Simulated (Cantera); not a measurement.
**B + H2 + N2 (boron, boron nitride and boron oxide)**

Input: 1 mol B, 77 mol H2, 140 mol N2, held at 1773 K and 76.0 mbar.

These are equilibrium values from Cantera (NASA tables, ideal gas, pure condensed phases), not measurements of a reactor. Candidate condensed phases: B, BN; 15 gas species. The numbers say what is thermodynamically allowed, not how fast it happens.

* **x(N2)**: 0.644
* **x(H2)**: 0.355
* **x(H)**: 0.000615
* **n(BN(s))**: 1.000 mol
* **gas amount**: 216.6 mol
* **log10 activity of B(s) (absent)**: -2.14
